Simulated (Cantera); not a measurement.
A closed system holds: 1 mol CCl4, 3.2 mol H2, equilibrated at 527 °C and 37.5 Torr.

These are equilibrium values from Cantera (NASA tables, ideal gas, pure condensed phases), not measurements of a reactor. Candidate condensed phases: C, C6H6, C7H8, C8H18; 91 gas species. Equilibrium is a limit: real reactors are often held back by kinetics, nucleation or transport.

Base state: HCl 0.772, H2 0.225, CH4 0.00340 (mole fractions); condensed: C(graphite).

What changes in the equilibrium state with this change: pressure from 37.5 Torr to 0.0150 Torr?


```json
[
 {"species": "HCl", "before": "0.772", "after": "0.769"},
 {"species": "H2", "before": "0.225", "after": "0.231"},
 {"species": "CH4", "before": "0.00340", "after": "1.43e-6"},
 {"species": "C(graphite), mol", "before": "0.982", "after": "1.000"}
]
```
